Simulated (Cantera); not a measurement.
What does this Cantera script print?

```python
import numpy as np
import cantera as ct

gas_names = [...]  # 110 gases of nasa_gas.yaml made of C, H, O
cond_names = """
    C(gr) C6H6(L) C7H8(L) C8H18(L),n-octa H2O(s) H2O(L)
""".split()


# ... load() reads the species with a 1 bar reference pressure and builds the phases ...
atoms = {
    'C3H8': {'C': 3, 'H': 8},
    'H2O': {'H': 2, 'O': 1},
    'H2': {'H': 2},
}
top_T = {'C(gr)': 4500}  # K; cautious upper limits of use, not melting points


# ... equilibrate(T, P, feed) seeds the gas with the atoms and calls Mixture.equilibrate('TP', solver="vcs", rtol=1e-11, max_steps=5000) ...
results = []
feed = {'C3H8': 1, 'H2O': 0.25, 'H2': 0.66}  # mol
T = 1650  # K
P = 130  # Pa
mix = equilibrate(T, P, feed)
results.append((T, P, feed, dict(zip(mix.species_names, mix.species_moles))))
print(gas.report(threshold=1e-05))
for i in range(1, mix.n_phases):
    print(f"{mix.phase(i).name:16s} {mix.phase_moles(i):12.5e} mol")
```

Result:

```
       temperature   1650 K
          pressure   130 Pa
           density   3.101e-05 kg/m^3
  mean mol. weight   3.2724 kg/kmol
   phase of matter   gas

                          1 kg             1 kmol
                     ---------------   ---------------
          enthalpy        1.1165e+07        3.6537e+07  J
   internal energy        6.9728e+06        2.2818e+07  J
           entropy             74048        2.4232e+05  J/K
    Gibbs function       -1.1101e+08       -3.6329e+08  J
 heat capacity c_p             10097             33043  J/K
 heat capacity c_v            7556.5             24728  J/K

                      mass frac. Y      mole frac. X     chem. pot. / RT
                     ---------------   ---------------   ---------------
                CO           0.41419           0.04839           -44.796
    C2H2,acetylene        0.00034448        4.3294e-05           -30.326
                 H         0.0007561         0.0024546           -12.791
                H2            0.5847           0.94911           -25.582
     [ +106 minor]         8.281e-06        1.6833e-06

C(gr)             2.74954e+00 mol
```

These are equilibrium values from Cantera (NASA tables, ideal gas, pure condensed phases), not measurements of a reactor.
